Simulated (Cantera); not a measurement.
Standard-state values (1 bar) from the NASA 1993 polynomials, evaluated with Cantera. Values are per mole of reaction as written; species without (g) are pure solids or liquids, kept so even where they would boil at 1 bar.

VO₂(g) + 2 N₂(g) = V + 2 N₂O(g)

| T (K) | ΔH° (kJ) | ΔS° (J/K) | ΔG° (kJ) | log10 K |
|---|---|---|---|---|
| 598 | 397.9 | -175.1 | 502.7 | -43.91 |
| 648 | … | … | … | … |
| 698 | … | … | … | … |
| 748 | … | … | … | … |
| 798 | 400.7 | -171.1 | 537.3 | -35.17 |

Question: What belongs in the gaps?

Answer: 
- 648, ΔH° (kJ): 398.6
- 648, ΔS° (J/K): -174.1
- 648, ΔG° (kJ): 511.4
- 648, log10 K: -41.22
- 698, ΔH° (kJ): 399.2
- 698, ΔS° (J/K): -173.1
- 698, ΔG° (kJ): 520.1
- 698, log10 K: -38.92
- 748, ΔH° (kJ): 400.0
- 748, ΔS° (J/K): -172.1
- 748, ΔG° (kJ): 528.7
- 748, log10 K: -36.92
